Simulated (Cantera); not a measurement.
Feed: 1 mol Si, 0.96 mol Cl2, 3.4 mol N2, held at 675 K and 5.30e-5 bar.

Equilibrium computed with Cantera from the NASA thermochemical tables; the gas is ideal and each condensed phase is pure. Candidate condensed phases: Si, Si3N4; 13 gas species. N2 is the only nitrogen source here; it is nearly inert below about 1500 K, so the nitride shown seldom forms there in practice. The numbers say what is thermodynamically allowed, not how fast it happens.

Base state: N2 0.864, SiCl4 0.136 (mole fractions); condensed: Si3N4(s).

### Question
What changes in the equilibrium state with this change: Cl2 from 0.96 to 1.7 mol?

### Answer
```json
[
 {"species": "N2", "before": "0.864", "after": "0.795"},
 {"species": "SiCl4", "before": "0.136", "after": "0.205"},
 {"species": "Si3N4(s), mol", "before": "0.173", "after": "0.0500"}
]
```

### Question
What changes in the equilibrium state with this change: 0.047 mol H2O added?

### Answer
| species | before | after |
|---|---|---|
| N2 | 0.864 | 0.848 |
| SiCl4 | 0.136 | 0.127 |
| HCl | 0 | 0.0250 |
| H2 | 0 | 0.000550 |
| Si3N4(s), mol | 0.173 | 0.150 |
| Si2N2O(s), mol | 0 | 0.0470 |
Further candidate phases: H2O, NH4Cl, SiO2, Si2N2O.
